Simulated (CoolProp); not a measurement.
Values from CoolProp's reference Helmholtz-energy equation of state, Lemmon 2013.

Question: For propylene, give the phase and the Z, expansivity (1/kK), conductivity (mW/(m K)), fugacity coefficient at 429.4 K and 8.54 MPa; 429.4 K and 14.2 MPa; 429.4 K and 17.1 MPa.

Answer: 
- 429.4 K and 8.54 MPa: supercritical; Z 0.572, expansivity 11.3, conductivity 57.3, fugacity coefficient 0.663
- 429.4 K and 14.2 MPa: supercritical; Z 0.535, expansivity 6.86, conductivity 76.3, fugacity coefficient 0.522
- 429.4 K and 17.1 MPa: supercritical; Z 0.582, expansivity 5.15, conductivity 81.8, fugacity coefficient 0.481

Thermal conductivity comes from a separate model (Huber 2003), an estimate that may be off by 10 % or more.
